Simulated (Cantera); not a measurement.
An isothermal, constant-pressure homogeneous reactor starts with CH4 : N2 = 1 : 1.3 (molar parts), at 1700 K and 10.00 Torr.

Computed with Cantera and GRI-Mech 3.0 (53 species, 325 reactions). GRI-Mech 3.0 stops at C3 and has no aromatics, soot or wall deposition, so with more carbon than oxygen in the feed, carbon stays in small species such as C2H2 where larger ones or solid carbon would form. Radical loss at walls, strong at low pressure, is not modelled.

x: mole fraction; the columns are a selection and need not sum to one.

| t (s) | x CH4 | x H | x C2H6 | x C2H2 | x HCN |
|---|---|---|---|---|---|
| 2.00e-5 | 0.435 | 5.84e-7 | <1e-12 | <1e-12 | <1e-12 |
| 7.06e-5 | 0.435 | 5.98e-7 | 4.76e-11 | <1e-12 | <1e-12 |
| 0.000249 | 0.435 | 6.00e-7 | 2.26e-9 | 9.48e-12 | <1e-12 |
| 0.000879 | 0.435 | 6.23e-7 | 9.12e-8 | 2.13e-9 | <1e-12 |
| 0.00310 | 0.434 | 9.20e-7 | 2.72e-6 | 3.93e-7 | <1e-12 |
| 0.0110 | 0.429 | 5.03e-6 | 4.83e-5 | 7.59e-5 | 3.54e-11 |
| 0.0387 | 0.345 | 8.39e-5 | 0.000284 | 0.0131 | (withheld) |
| 0.136 | 0.141 | 0.000291 | 6.84e-5 | 0.0977 | (withheld) |
| 0.482 | 0.0423 | 0.000468 | 8.21e-6 | 0.136 | (withheld) |
| 1.70 | 0.00819 | 0.000711 | 4.91e-7 | 0.148 | (withheld) |
| 6.00 | 0.00147 | 0.000850 | 1.99e-8 | 0.151 | (withheld) |

### Question
What belongs in the gaps?

### Answer

- 0.0387, x HCN: 9.13e-9
- 0.136, x HCN: 1.82e-7
- 0.482, x HCN: 7.17e-7
- 1.70, x HCN: 1.99e-6
- 6.00, x HCN: 4.06e-6
